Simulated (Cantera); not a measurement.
Input (Python, Cantera):

```python
import numpy as np
import cantera as ct

gas = ct.Solution("SiF4_NH3_mec.yaml", "gas")
gas.TPX = 1875, 31000, {'NH3': 1, 'N2': 0.12}
reactor = ct.IdealGasConstPressureReactor(gas, energy="off", clone=False)
net = ct.ReactorNet([reactor])
net.rtol, net.atol = 1e-08, 1e-18
show = ['NH3', 'NH2', 'H', 'N2H2', 'N2', 'N2H4', 'NH']
times = np.geomspace(3e-05, 200, 13)

steps = ct.SolutionArray(gas, extra=["t"])
rows = []
print(f"{'t/s':>10s}{'T/K':>9s}{'P/Pa':>11s}" + "".join(f"{s:>11s}" for s in show))
for t in times:
    while net.time < t:
        t_next = net.step()
        steps.append(gas.state, t=t_next)
    rows.append([np.interp(t, steps.t, y) for y in (steps.T, steps.P, *steps(*show).X.T)])
    print(f"{t:10.3e}{rows[-1][0]:9.1f}{rows[-1][1]:11.4g}" + "".join(f"{x:11.3e}" for x in rows[-1][2:]))
rate = np.gradient(steps.T, steps.t)
print("integrator steps:", len(steps.t))
if steps.T.max() > steps.T[0] + 200:
    print(f"time of steepest temperature rise: {steps.t[rate.argmax()]:.4e} s")
gas.TPX = 1875, 31000, {'NH3': 1, 'N2': 0.12}
gas.equilibrate("TP")
print(f"equilibrium (TP): T = {gas.T:.1f} K  " + "  ".join(f"{s} {gas[s].X[0]:.3e}" for s in show))
```

Output:

```
       t/s      T/K       P/Pa        NH3        NH2          H       N2H2         N2       N2H4         NH
 3.000e-05   1875.0    3.1e+04  8.928e-01  4.088e-05  1.404e-07  7.321e-09  1.071e-01  6.804e-10  1.145e-08
 1.111e-04   1875.0    3.1e+04  8.926e-01  1.504e-04  1.514e-07  1.463e-07  1.071e-01  9.513e-09  2.246e-07
 4.116e-04   1875.0    3.1e+04  8.920e-01  4.835e-04  3.129e-07  1.910e-06  1.071e-01  9.917e-08  1.805e-06
 1.524e-03   1875.0    3.1e+04  8.889e-01  7.046e-04  1.126e-06  4.315e-06  1.077e-01  2.109e-07  3.284e-06
 5.646e-03   1875.0    3.1e+04  8.772e-01  6.875e-04  3.741e-06  4.236e-06  1.101e-01  2.008e-07  3.634e-06
 2.091e-02   1875.0    3.1e+04  8.357e-01  6.391e-04  1.273e-05  3.876e-06  1.188e-01  1.735e-07  4.359e-06
 7.746e-02   1875.0    3.1e+04  7.044e-01  5.460e-04  4.200e-05  2.896e-06  1.461e-01  1.267e-07  5.044e-06
 2.869e-01   1875.0    3.1e+04  4.094e-01  3.755e-04  1.270e-04  1.301e-06  2.073e-01  5.990e-08  4.783e-06
 1.063e+00   1875.0    3.1e+04  9.588e-02  1.413e-04  3.359e-04  2.054e-07  2.725e-01  8.471e-09  3.062e-06
 3.936e+00   1875.0    3.1e+04  4.026e-03  1.366e-05  8.623e-04  3.107e-09  2.915e-01  7.893e-11  6.945e-07
 1.458e+01   1875.0    3.1e+04  3.404e-04  1.326e-06  9.937e-04  3.200e-11  2.922e-01  7.426e-13  7.750e-08
 5.400e+01   1875.0    3.1e+04  7.408e-05  2.892e-07  9.961e-04  1.601e-12  2.923e-01  3.532e-14  1.694e-08
 2.000e+02   1875.0    3.1e+04  1.909e-05  7.452e-08  9.962e-04  1.818e-13  2.923e-01  2.345e-15  4.365e-09
integrator steps: 1845
equilibrium (TP): T = 1875.0 K  NH3 2.486e-06  NH2 9.708e-09  H 9.962e-04  N2H2 8.255e-14  N2 2.923e-01  N2H4 4.013e-17  NH 5.687e-10
```

Detailed kinetics in Cantera: the gas-phase N/H chemistry of the illustrative SiF4/NH3 mechanism in the Surface Chemkin manual (1991). Walls and surfaces, which speed up NH3 decomposition in real reactors, are not modelled.
